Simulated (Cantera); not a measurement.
An isothermal plug-flow reactor at 900 K and 4.10 bar (inlet), inlet velocity 1.8 m/s, active area per volume 390 1/m; feed CO : O₂ : N₂ = 0.011 : 0.044 : 0.79 (molar parts).

Model: Deutschmann's 1995 Pt surface mechanism with GRI-Mech 3.0 gas chemistry, integrated in Cantera. Catalytic surfaces can have several steady states; this one follows from the mechanism file's or the stated starting coverage. Mass transfer to the wall is taken as infinitely fast.

One state of this run: x CO = 0.000310; x O₂ = 0.0460; x H₂O = <1e-12; x CO₂ = 0.0128; θ free Pt = 0.0864; θ O* = 0.913; θ CO* = 0.000211. x: gas mole fraction; θ: surface coverage.

Problem. Which value of z (m) does it belong to?
A) 0.00035
B) 0.00075
C) 0.016
D) 0.0035

Solution. D, 0.0035
